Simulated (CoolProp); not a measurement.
Vapour-liquid equilibrium of acetone (1) + dimethyl carbonate (2) at 324.3 K; x and y are mole fractions of (1).

Computed with CoolProp (multi-fluid Helmholtz-energy mixture model, Lemmon 2006 and Zhou 2011; pair parameters Bell 2016).

```
x     bubble pressure, mixture model (kPa)  bubble pressure, Raoult's law (kPa)  y, mixture model  y, Raoult's law
----  ------------------------------------  -----------------------------------  ----------------  ---------------
0.05                                 28.07                                27.47             0.171            0.155
0.2                                  37.86                                36.61             0.474            0.466
0.35                                 46.74                                45.75             0.646            0.653
0.5                                  55.36                                54.89             0.765            0.778
0.65                                 64.08                                64.04             0.855            0.867
0.8                                  73.05                                73.18             0.927            0.933
0.95                                 82.27                                82.32             0.984            0.985
```

The largest gap from Raoult's law is +3.4 % in bubble pressure, at x = 0.2. No azeotrope shows between x = 0.05 and 0.95.

Pair parameters are fitted to limited data, so mixtures are less certain than the pure fluids.
